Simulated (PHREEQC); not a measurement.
Make-up at 25 °C: 0.0043 mol Cu(BF4)2 and 0.0062 mol H2SO4 per kg of water. Closed to the air; pH follows from the charge balance.

Computed with PHREEQC (ion-association model, wateq4f.dat).

### Question
The ionic strength comes out as 0.0236 mol/kgw. What activity coefficients do BF2(OH)2-, BF3OH-, HF2-, BF4-, SO4-2 get?

### Answer
BF2(OH)2- 0.85, BF3OH- 0.85, HF2- 0.86, BF4- 0.85, SO4-2 0.56.

Precipitation was switched off in this run. Real BF4- forms and hydrolyses slowly; the run takes it at equilibrium.
